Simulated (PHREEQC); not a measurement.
A solution holds 0.2 mol/kgw NaHSO4 and 0.00031 mol/kgw Na2SO4, at 68 °C. Closed to the air; pH follows from the charge balance.

Equilibrium calculation in PHREEQC: ion-association model, wateq4f.dat.

Problem. The ionic strength comes out as 0.280 mol/kgw. What activity coefficients do SO4-2, H+, NaSO4-, HSO4-, Na+ get?

Solution. SO4-2 0.23, H+ 0.77, NaSO4- 0.71, HSO4- 0.69, Na+ 0.71.

No solid was allowed to form. Species that the database lacks are ignored. Constants without temperature data keep their 25 °C values here.
